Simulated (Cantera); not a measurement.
A closed system holds: 1 mol NF3, 0.064 mol H2, 0.38 mol N2, at 1477 °C and 10.0 Torr.

Cantera equilibrium calculation (NASA polynomials, part measured and part estimated; ideal gas, pure solids and liquids). The numbers say what is thermodynamically allowed, not how fast it happens.

Base state: F 0.740, N2 0.227, HF 0.0330, F2 0.000144 (mole fractions); condensed: gas only.

What changes in the equilibrium state with this change: NF3 replaced by HBr?


| species | before | after |
|---|---|---|
| HBr | 0 | 0.507 |
| N2 | 0.227 | 0.245 |
| Br | 0 | 0.137 |
| F | 0.740 | 0 |
| H2 | <1e-9 | 0.110 |
| HF | 0.0330 | 0 |
| H | <1e-9 | 0.000668 |
| Br2 | 0 | 0.000286 |
| F2 | 0.000144 | 0 |
Further candidate phases: Br2.
